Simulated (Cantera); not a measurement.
Thermodynamics of halide evaporation, hydrolysis and transport, feed PbCl2 + HCl + N2

Input: 1 mol PbCl2, 0.017 mol HCl, 67 mol N2, held at 773.15 K and 0.165 Torr.

These are equilibrium values from Cantera (NASA tables, ideal gas, pure condensed phases), not measurements of a reactor. Candidate condensed phases: NH4Cl, Pb, PbCl2; 17 gas species. The tables' values for PbCl4 are old estimates; treat these amounts as uncertain. Kinetics and transport are ignored.

- x(N2) = 0.985
- x(PbCl2) = 0.0115
- x(PbCl) = 0.00207
- x(PbCl4) = 0.00111
- x(HCl) = 0.000247
- x(Pb) = 7.10e-5
- x(H2) = 1.64e-6
- gas amount = 68.02 mol
- log10 activity of Pb(l) (absent) = -0.17
